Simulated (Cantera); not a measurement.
## Equilibrium for aluminium nitride and oxide growth: Al + N₂O + H₂

A closed system holds: 1 mol Al, 6.2 mol N₂O, 1 mol H₂, at 1023.15 K and 7.50 Torr.

Equilibrium computed with Cantera from the NASA thermochemical tables; the gas is ideal and each condensed phase is pure. Candidate condensed phases: Al, AlN, Al₂O₃, H₂O; 35 gas species. Kinetics and transport are ignored.

```json
{
 "x(N₂)": "0.685",
 "x(O₂)": "0.204",
 "x(H₂O)": "0.110",
 "x(NO)": "3.69e-5",
 "n(Al₂O₃(s))": "0.500 mol",
 "gas_amount": "9.050 mol",
 "log10 activity of Al(l) (absent)": "-32.53"
}
```
